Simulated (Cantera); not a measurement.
A closed system holds: 1 mol BF3, 0.52 mol NH3, at 1350 K and 0.000140 bar.

These are equilibrium values from Cantera (NASA tables, ideal gas, pure condensed phases), not measurements of a reactor. Candidate condensed phases: B, BN; 31 gas species. The tables' values for BF2 are old estimates; treat these amounts as uncertain. The numbers say what is thermodynamically allowed, not how fast it happens.

Base state: BF3 0.476, H2 0.367, N2 0.123, HF 0.0282, BF2 0.00417, BHF2 0.00160, BF 0.000188, H 0.000122 (mole fractions); condensed: BN(s).

Question: What changes in the equilibrium state with this change: BF3 replaced by B2O3?

Answer: 
```csv
species,before,after
H2,0.367,0.736
N2,0.123,0.247
HBO2,0,0.00655
BF3,0.476,0
HF,0.0282,0
B2O3,0,0.00502
HBO,0,0.00468
BF2,0.00417,0
BHF2,0.00160,0
"BN(s), mol",0.0150,0.000538
"B2O3(l), mol",0,0.988
```
Mutual solubility and eutectic melting of coexisting phases are not modelled. Further candidate phases: B2O3, B3O3H3, H2O.
